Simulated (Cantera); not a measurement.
A closed system holds: 1 mol CuO, 1500 mol H₂, 0.092 mol H₂O, at 975 °C and 0.585 Torr.

Cantera equilibrium calculation (NASA polynomials, part measured and part estimated; ideal gas, pure solids and liquids). Candidate condensed phases: Cu, CuO, Cu(OH)₂, Cu₂O, H₂O; 12 gas species. Kinetics and transport are ignored.

Task: What is the equilibrium state?

Result: x(H₂): 0.999
x(H₂O): 0.000728
x(Cu): 5.67e-5
x(H): 1.68e-5
n(Cu(s)): 0.915 mol
gas amount: 1500 mol
log10 activity of Cu(OH)₂(s) (absent): -18.47
